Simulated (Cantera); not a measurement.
A perfectly stirred reactor is fed with CH₄ : C₂H₆ : O₂ : N₂ = 1 : 0.17 : 4.47 : 16.8 (molar parts), at 45000 Pa; it is adiabatic with a 750 K inlet, and is followed from long to short residence time, starting on the burning branch (τ in s: 0.048, 0.027, 0.015, 0.0087, 0.0049, 0.0028, 0.0016, 0.0009, 0.00051, 0.00029, 0.00016, 9.3e-05).

Computed with Cantera and GRI-Mech 3.0 (53 species, 325 reactions).

x: mole fraction; the columns are a selection and need not sum to one.

| τ (s) | T (K) | x CH₄ | x C₂H₆ | x O₂ | x CH₂CO | x HCN |
|---|---|---|---|---|---|---|
| 0.048 | 1964 | 8.16e-6 | ___ | 0.0827 | 4.03e-7 | 1.28e-8 |
| 0.027 | 1952 | 1.19e-5 | ___ | 0.0828 | 6.06e-7 | 1.33e-8 |
| 0.015 | 1936 | 1.74e-5 | ___ | 0.0829 | 8.82e-7 | 1.46e-8 |
| 0.0087 | 1917 | 2.52e-5 | ___ | 0.0831 | 1.21e-6 | 1.70e-8 |
| 0.0049 | 1893 | 3.76e-5 | ___ | 0.0834 | 1.66e-6 | 2.11e-8 |
| 0.0028 | 1863 | 5.70e-5 | ___ | 0.0839 | 2.22e-6 | 2.74e-8 |
| 0.0016 | 1829 | 8.88e-5 | ___ | 0.0847 | 2.97e-6 | 3.65e-8 |
| 0.00090 | 1790 | 0.000146 | ___ | 0.0859 | 4.08e-6 | 5.05e-8 |
| 0.00051 | 1746 | 0.000253 | ___ | 0.0877 | 5.82e-6 | 7.18e-8 |
| 0.00029 | 1698 | 0.000476 | ___ | 0.0909 | 9.03e-6 | 1.08e-7 |
| 0.00016 | 1635 | 0.00113 | ___ | 0.0974 | 1.77e-5 | 1.90e-7 |
| 9.3e-5 | 750 | 0.0446 | ___ | 0.199 | <1e-12 | <1e-12 |

Question: Fill in the missing entries.

Answer: 
- 0.048, x C₂H₆: 2.98e-7
- 0.027, x C₂H₆: 4.57e-7
- 0.015, x C₂H₆: 7.01e-7
- 0.0087, x C₂H₆: 1.04e-6
- 0.0049, x C₂H₆: 1.59e-6
- 0.0028, x C₂H₆: 2.43e-6
- 0.0016, x C₂H₆: 3.81e-6
- 0.00090, x C₂H₆: 6.25e-6
- 0.00051, x C₂H₆: 1.08e-5
- 0.00029, x C₂H₆: 2.02e-5
- 0.00016, x C₂H₆: 4.80e-5
- 9.3e-5, x C₂H₆: 0.00758
